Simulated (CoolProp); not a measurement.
The fluid at 298.15 K and 1.49 MPa (gas) is heated at constant pressure to 477 K. The same conditions are run with several fluids, on thermodynamics alone (safety and materials aside).

Computed with CoolProp (reference Helmholtz-energy equation of state of each fluid (CF4 (R14): Platzer 1990; dry air: Lemmon 2000; nitrous oxide: Lemmon 2006; carbon dioxide: Span 1996; oxygen: Schmidt 1985)). The equations of Platzer and Polt are older, rougher fits. Blends and air are pseudo-pure fits.

```csv
fluid,heat (kJ/kg),final density (kg/m³)
CF4 (R14),147,(withheld)
dry air,(withheld),10.8
nitrous oxide,(withheld),16.8
carbon dioxide,(withheld),16.8
oxygen,170,12.0
```

Task: Complete the blanks.

Result: 
- CF4 (R14), final density (kg/m³): 33.1
- dry air, heat (kJ/kg): 184
- nitrous oxide, heat (kJ/kg): 181
- carbon dioxide, heat (kJ/kg): 175

Above 300 K oxygen's equation is extrapolated.
